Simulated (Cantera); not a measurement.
Input: 1 mol SiO2, 32 mol H2, 2 mol N2, at 7.10 bar.

Method: chemical equilibrium by Gibbs-energy minimisation in Cantera with the NASA 1993 tables (ideal gas, pure condensed phases). Candidate condensed phases: H2O, Si, SiO2, Si2N2O, Si3N4; 35 gas species. Mutual solubility and eutectic melting of coexisting phases are not modelled. The tables hold silica as quartz up to 1696 K and as liquid above; real silica turns to tridymite and cristobalite and melts near 1996 K. Kinetics and transport are ignored.

x: gas mole fraction; n: condensed amount in mol.

```json
[
 {"T (K)": "1523", "x H2": "0.941", "x N2": "0.0586", "x H2O": "0.000568", "x SiO": "7.70e-7", "x H": "8.41e-6", "x NH3": "9.07e-5", "n SiO2(β-quartz)": "0.987", "n Si2N2O(s)": "0.00642", "n SiO2(condensed)": "0"},
 {"T (K)": "1573", "x H2": "0.941", "x N2": "0.0586", "x H2O": "…", "x SiO": "…", "x H": "…", "x NH3": "…", "n SiO2(β-quartz)": "0.986", "n Si2N2O(s)": "…", "n SiO2(condensed)": "0"},
 {"T (K)": "1623", "x H2": "0.941", "x N2": "0.0586", "x H2O": "…", "x SiO": "…", "x H": "…", "x NH3": "…", "n SiO2(β-quartz)": "0.984", "n Si2N2O(s)": "0.00769", "n SiO2(condensed)": "0"},
 {"T (K)": "1673", "x H2": "0.941", "x N2": "0.0586", "x H2O": "0.000750", "x SiO": "2.65e-5", "x H": "4.14e-5", "x NH3": "6.08e-5", "n SiO2(β-quartz)": "0.983", "n Si2N2O(s)": "0.00819", "n SiO2(condensed)": "0"},
 {"T (K)": "1723", "x H2": "0.940", "x N2": "0.0586", "x H2O": "0.000809", "x SiO": "7.45e-5", "x H": "6.64e-5", "x NH3": "5.41e-5", "n SiO2(β-quartz)": "0", "n Si2N2O(s)": "0.00832", "n SiO2(condensed)": "0.981"},
 {"T (K)": "1773", "x H2": "0.940", "x N2": "0.0586", "x H2O": "0.000863", "x SiO": "0.000197", "x H": "0.000104", "x NH3": "4.84e-5", "n SiO2(β-quartz)": "0", "n Si2N2O(s)": "0.00755", "n SiO2(condensed)": "0.978"},
 {"T (K)": "1823", "x H2": "0.940", "x N2": "0.0586", "x H2O": "0.000918", "x SiO": "0.000493", "x H": "0.000158", "x NH3": "4.36e-5", "n SiO2(β-quartz)": "0", "n Si2N2O(s)": "0.00482", "n SiO2(condensed)": "0.974"},
 {"T (K)": "1873", "x H2": "0.939", "x N2": "0.0587", "x H2O": "0.00107", "x SiO": "0.00107", "x H": "0.000235", "x NH3": "3.95e-5", "n SiO2(β-quartz)": "0", "n Si2N2O(s)": "0", "n SiO2(condensed)": "0.964"}
]
```

Question: Complete the blanks.

Answer: 
- 1623, x H2O: 0.000688
- 1623, x SiO: 8.77e-6
- 1623, x H: 2.52e-5
- 1623, x NH3: 6.89e-5
- 1573, x H2O: 0.000627
- 1573, x SiO: 2.71e-6
- 1573, x H: 1.48e-5
- 1573, x NH3: 7.87e-5
- 1573, n Si2N2O(s): 0.00707
